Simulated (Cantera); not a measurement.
**Premixed flame**

A freely propagating, adiabatic, planar premixed flame of H₂ : O₂ : N₂ = 1 : 0.46 : 1.69 (molar parts), equivalence ratio 1.1, unburnt at 450 K and 2.96 atm; mixture-averaged transport, grid criteria slope 0.08 and curve 0.16, no radiation.

Cantera simulation using the H2/O2 subset of GRI-Mech 3.0, which has no nitrogen chemistry; the numbers are that mechanism's predictions, not measurements. The hydrogen kinetics of GRI-Mech 3.0 are dated; newer H2 mechanisms differ, most at raised pressure. Burning velocities carry a grid error of a few per cent, more on coarse grids.

| z (mm) | T (K) | u (m/s) | x H₂ | x O₂ | x H₂O₂ | x OH | x H₂O | x HO₂ |
|---|---|---|---|---|---|---|---|---|
| -0.298 | 450 | 4.88 | 0.317 | 0.146 | <1e-8 | <1e-8 | <1e-8 | <1e-8 |
| -0.199 | 450 | 4.88 | 0.317 | 0.146 | <1e-8 | <1e-8 | <1e-8 | <1e-8 |
| -0.149 | 450 | 4.88 | 0.317 | 0.146 | <1e-8 | <1e-8 | 3.12e-8 | <1e-8 |
| -0.0993 | 450 | 4.88 | 0.317 | 0.146 | 1.25e-8 | <1e-8 | 1.68e-6 | 3.00e-7 |
| -0.0497 | 475 | 5.08 | 0.307 | 0.148 | 9.73e-6 | 1.34e-5 | 0.000755 | 0.000196 |
| -0.0248 | 764 | 7.86 | 0.263 | 0.143 | 9.35e-5 | 0.00116 | 0.0249 | 0.000685 |
| 0 | 1267 | 12.6 | 0.175 | 0.107 | 2.51e-5 | 0.00323 | 0.109 | 0.000268 |
| 0.0248 | 1616 | 15.9 | 0.0963 | 0.0546 | 4.93e-6 | 0.00876 | 0.204 | 0.000115 |
| 0.0497 | 1798 | 17.5 | 0.0651 | 0.0293 | 2.80e-6 | 0.0132 | 0.247 | 5.53e-5 |
| 0.0993 | 1979 | 19.1 | 0.0542 | 0.0177 | 1.54e-6 | 0.0162 | 0.270 | 2.79e-5 |
| 0.199 | 2146 | 20.5 | 0.0506 | 0.0131 | 9.11e-7 | 0.0164 | 0.284 | 1.65e-5 |
| 0.397 | 2290 | 21.7 | 0.0457 | 0.00928 | 6.11e-7 | 0.0149 | 0.298 | 9.25e-6 |
| 0.795 | 2399 | 22.5 | 0.0403 | 0.00612 | 4.38e-7 | 0.0124 | 0.311 | 5.00e-6 |
x: mole fraction of selected species; z is measured from the peak of heat release.

```
Property                      Value
------------------------  ---------
laminar burning velocity   488 cm/s
thermal thickness         0.0993 mm
peak x(H₂O₂)                9.39e-5
peak x(OH)                   0.0166
peak x(HO₂)                0.000843
grid points                     113
```
